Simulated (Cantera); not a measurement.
Input (Python, Cantera):

```python
import numpy as np
import cantera as ct

gas = ct.Solution("h2o2.yaml")
gas.TPX = 1275, 570, {'H2': 0.061, 'O2': 1, 'H2O': 0.015}
reactor = ct.IdealGasConstPressureReactor(gas, energy="off", clone=False)
net = ct.ReactorNet([reactor])
net.rtol, net.atol = 1e-08, 1e-18
show = ['H2', 'O2', 'HO2', 'H', 'O']
times = np.geomspace(0.0002, 200, 11)

steps = ct.SolutionArray(gas, extra=["t"])
rows = []
print(f"{'t/s':>10s}{'T/K':>9s}{'P/Pa':>11s}" + "".join(f"{s:>11s}" for s in show))
for t in times:
    while net.time < t:
        t_next = net.step()
        steps.append(gas.state, t=t_next)
    rows.append([np.interp(t, steps.t, y) for y in (steps.T, steps.P, *steps(*show).X.T)])
    print(f"{t:10.3e}{rows[-1][0]:9.1f}{rows[-1][1]:11.4g}" + "".join(f"{x:11.3e}" for x in rows[-1][2:]))
rate = np.gradient(steps.T, steps.t)
print("integrator steps:", len(steps.t))
if steps.T.max() > steps.T[0] + 200:
    print(f"time of steepest temperature rise: {steps.t[rate.argmax()]:.4e} s")
gas.TPX = 1275, 570, {'H2': 0.061, 'O2': 1, 'H2O': 0.015}
gas.equilibrate("TP")
print(f"equilibrium (TP): T = {gas.T:.1f} K  " + "  ".join(f"{s} {gas[s].X[0]:.3e}" for s in show))
```

It prints:

```
       t/s      T/K       P/Pa         H2         O2        HO2          H          O
 2.000e-04   1275.0        570  5.669e-02  9.294e-01  1.575e-08  1.012e-08  1.174e-08
 7.962e-04   1275.0        570  5.669e-02  9.294e-01  6.289e-08  1.429e-07  2.808e-07
 3.170e-03   1275.0        570  4.967e-02  9.240e-01  1.151e-06  1.692e-03  3.345e-03
 1.262e-02   1275.0        570  1.282e-03  8.856e-01  1.495e-06  9.119e-03  3.646e-02
 5.024e-02   1275.0        570  1.097e-03  8.924e-01  1.449e-06  7.048e-03  3.058e-02
 2.000e-01   1275.0        570  6.122e-04  9.086e-01  1.233e-06  2.791e-03  1.637e-02
 7.962e-01   1275.0        570  1.255e-04  9.233e-01  6.140e-07  2.489e-04  3.253e-03
 3.170e+00   1275.0        570  1.198e-05  9.268e-01  1.279e-07  7.282e-06  3.082e-04
 1.262e+01   1275.0        570  1.257e-06  9.272e-01  2.297e-08  2.480e-07  3.236e-05
 5.024e+01   1275.0        570  1.931e-07  9.273e-01  1.422e-08  1.497e-08  4.977e-06
 2.000e+02   1275.0        570  6.127e-08  9.273e-01  2.017e-08  2.683e-09  1.581e-06
integrator steps: 2157
equilibrium (TP): T = 1275.0 K  H2 5.555e-08  O2 9.273e-01  HO2 2.098e-08  H 2.317e-09  O 1.434e-06
```

Cantera simulation using the H2/O2 subset of GRI-Mech 3.0, which has no nitrogen chemistry; the numbers are that mechanism's predictions, not measurements. Radical loss at walls, strong at low pressure, is not modelled. The temperature is held fixed by assumption; the heat of reaction is taken as removed at once.
